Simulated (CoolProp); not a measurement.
The numbers come from the reference Helmholtz-energy equation of state, Thol 2015 in CoolProp.

Task: For 1,2-dichloroethane, give the phase and the cp (kJ/(kg K)), isothermal compressibility (1/MPa), expansivity (1/kK) at 81.95 °C and 101 kPa.

Result: 
- 81.95 °C and 101 kPa: liquid; cp 1.36, isothermal compressibility 0.00134, expansivity 1.38
